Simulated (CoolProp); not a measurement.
Tetradecamethylhexasiloxane (MD4M) along the isobar 9.71 bar: Z from the reference equation and from simpler models built on Tc = 653.2 K, pc = 8.286 bar, ω = 0.800; each cubic takes its own stable root.

Values from CoolProp's reference Helmholtz-energy equation of state, Thol 2019.

| T (K) | phase | reference |
|---|---|---|
| 455.1 | liquid | 0.1606 |
| 466.1 | liquid | 0.1593 |
| 477.1 | liquid | 0.1582 |
| 488.1 | liquid | 0.1574 |
| 499.1 | liquid | 0.1567 |
| 510.1 | liquid | 0.1561 |
| 521.1 | liquid | 0.1559 |
| 532.1 | liquid | 0.1558 |
| 543 | liquid | 0.1560 |
| 554 | liquid | 0.1564 |
| 565 | liquid | 0.1572 |
| 576 | liquid | 0.1584 |
| 587 | liquid | 0.1601 |
| 598 | liquid | 0.1624 |
| 609 | liquid | 0.1655 |
| 620 | liquid | 0.1699 |

Question: How far does each simpler model (van der Waals, Redlich-Kwong, Soave-Redlich-Kwong, Peng-Robinson) lie from the reference over these 16 states: mean and median of the absolute difference, and the worst?

Answer: 
- van der Waals: mean 70.8 %, median 71.3 %, worst +76.4 % at 455.1 K and 9.71 bar
- Redlich-Kwong: mean 24.3 %, median 23.9 %, worst +26.8 % at 620 K and 9.71 bar
- Soave-Redlich-Kwong: mean 12.2 %, median 11.6 %, worst +16.4 % at 620 K and 9.71 bar
- Peng-Robinson: mean 1.3 %, median 1.3 %, worst +3.6 % at 620 K and 9.71 bar
